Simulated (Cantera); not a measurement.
An adiabatic, constant-pressure homogeneous reactor starts with CH₄ : C₂H₆ : C₃H₈ : O₂ : N₂ = 1 : 0.16 : 0.061 : 1.59 : 5.98 (molar parts), equivalence ratio 1.8, at 1625 K and 630 Torr. Integrator tolerance rtol = 1e-08.

Model: GRI-Mech 3.0 (53 species, 325 reactions), integrated in Cantera.

Task: What does this change do: initial temperature 1625 to 1400 K?

Result: 
| quantity | before | after |
|---|---|---|
| time of steepest temperature rise | 87.7 µs | 0.487 ms |
| temperature at 7.00 s | 2674 K | 2537 K |
| equilibrium temperature | 2674 K | 2537 K |
| x(CH₄) at 7.00 s | 1.73e-12 (gas-phase equilibrium 1.97e-12) | 3.06e-12 (gas-phase equilibrium 3.46e-12) |
| x(C₂H₆) at 7.00 s | <1e-12 (gas-phase equilibrium <1e-12) | <1e-12 (gas-phase equilibrium <1e-12) |
| x(C₃H₈) at 7.00 s | <1e-12 (gas-phase equilibrium <1e-12) | <1e-12 (gas-phase equilibrium <1e-12) |
| x(HCO) at 7.00 s | 2.25e-7 (gas-phase equilibrium 2.25e-7) | 1.58e-7 (gas-phase equilibrium 1.58e-7) |
| x(C₂H) at 7.00 s | <1e-12 (gas-phase equilibrium <1e-12) | <1e-12 (gas-phase equilibrium <1e-12) |
| x(N₂O) at 7.00 s | 4.09e-8 (gas-phase equilibrium 4.09e-8) | 1.79e-8 (gas-phase equilibrium 1.79e-8) |

Task: What does this change do: pressure from 630 Torr to 760 Torr?

Result: 
```
quantity                                                              before                                      after
---------------------------------  -----------------------------------------  -----------------------------------------
time of steepest temperature rise                                    87.7 µs                                    76.4 µs
temperature at 7.00 s                                                 2674 K                                     2683 K
equilibrium temperature                                               2674 K                                     2683 K
x(CH₄) at 7.00 s                   1.73e-12 (gas-phase equilibrium 1.97e-12)  2.46e-12 (gas-phase equilibrium 2.79e-12)
x(C₂H₆) at 7.00 s                      <1e-12 (gas-phase equilibrium <1e-12)      <1e-12 (gas-phase equilibrium <1e-12)
x(C₃H₈) at 7.00 s                      <1e-12 (gas-phase equilibrium <1e-12)      <1e-12 (gas-phase equilibrium <1e-12)
x(HCO) at 7.00 s                     2.25e-7 (gas-phase equilibrium 2.25e-7)    2.54e-7 (gas-phase equilibrium 2.54e-7)
x(C₂H) at 7.00 s                       <1e-12 (gas-phase equilibrium <1e-12)      <1e-12 (gas-phase equilibrium <1e-12)
x(N₂O) at 7.00 s                     4.09e-8 (gas-phase equilibrium 4.09e-8)    4.33e-8 (gas-phase equilibrium 4.33e-8)
```
